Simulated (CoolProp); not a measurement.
Properties of R11 along the isotherm -14.15 °C.

The numbers come from the reference Helmholtz-energy equation of state, Jacobsen 1992 in CoolProp.

```
p (bar)   phase  density (kg/m³)  Joule-Thomson coefficient (K/MPa)  Prandtl number  fugacity coefficient
-------  ------  ---------------  ---------------------------------  --------------  --------------------
4.13     liquid             1566                            -0.4784            5.77               0.05118
8.26     liquid             1567                            -0.4794            5.78               0.02602
12.4     liquid             1568                            -0.4803            5.79               0.01763
16.5     liquid             1569                            -0.4813            5.80               0.01347
20.7     liquid             1570                            -0.4822            5.82               0.01092
24.8     liquid             1570                            -0.4831            5.83              0.009270
28.9     liquid             1571                            -0.4840            5.84              0.008088
33.1     liquid             1572                            -0.4849            5.85              0.007183
37.2     liquid             1573                            -0.4858            5.87              0.006499
41.3     liquid             1573                            -0.4866            5.88              0.005952
45.5     liquid             1574                            -0.4875            5.89              0.005495
49.6     liquid             1575                            -0.4884            5.90              0.005125
53.7     liquid             1576                            -0.4892            5.92              0.004813
57.9     liquid             1576                            -0.4900            5.93              0.004541
62       liquid             1577                            -0.4909            5.94              0.004311
66.1     liquid             1578                            -0.4917            5.95              0.004112
```

Viscosity comes from a separate model (Klein 1997), an estimate that may be off by 10 % or more. Thermal conductivity comes from a separate model (McLinden 2000), an estimate that may be off by 10 % or more.
